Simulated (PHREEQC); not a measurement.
Solution A (8.3 mmol/kgw NaHSO4, 4.6 mmol/kgw Na2CO3 and 0.36 mmol/kgw NaCl) is mixed with solution B (60 mmol/kgw ZnSO4, 24 mmol/kgw NaOH and 23 mmol/kgw H2SO4) at 25 °C; shares are by mass of water, 1 kg in all. Oxygen is held at 0.21 atm. No CO2 enters from the air. Only these solids could form: Halite, Zn(OH)2(e), Smithsonite.

The numbers come from PHREEQC with the ion-association model, phreeqc.dat.

```csv
share of solution B,pH,CO2 (mol/kgw),Zn+2 (mol/kgw),SO4-2 (mol/kgw),HCO3- (mol/kgw)
0,5.67,0.00370,0,0.00792,0.000897
0.05,3.83,0.00435,0.00178,?,1.53e-5
0.1,3.12,0.00414,0.00347,0.0120,2.92e-6
0.15,2.88,0.00391,0.00511,0.0136,1.60e-6
0.2,2.73,0.00368,?,0.0152,1.09e-6
0.3,2.55,0.00322,0.00979,0.0181,6.34e-7
0.35,2.48,0.00299,0.0113,0.0195,5.11e-7
0.4,2.43,0.00276,0.0128,0.0208,4.18e-7
0.45,?,0.00253,0.0143,0.0220,3.46e-7
0.5,2.34,0.00230,0.0158,0.0233,2.88e-7
0.55,2.30,0.00207,0.0173,0.0245,2.39e-7
0.6,2.27,0.00184,0.0187,0.0256,?
0.65,2.24,0.00161,0.0202,0.0267,1.63e-7
0.7,2.21,0.00138,0.0216,0.0278,1.31e-7
0.8,2.16,0.000920,0.0245,0.0300,7.89e-8
0.85,2.14,0.000690,0.0260,0.0310,5.65e-8
0.9,2.11,0.000460,0.0274,0.0320,3.60e-8
0.95,2.09,0.000230,0.0288,0.0331,1.73e-8
1,2.08,0,0.0303,0.0340,0
```

**Question.** Fill in the missing entries.

**Answer.** 
- 0.05, SO4-2 (mol/kgw): 0.0102
- 0.2, Zn+2 (mol/kgw): 0.00670
- 0.45, pH: 2.38
- 0.6, HCO3- (mol/kgw): 1.98e-7
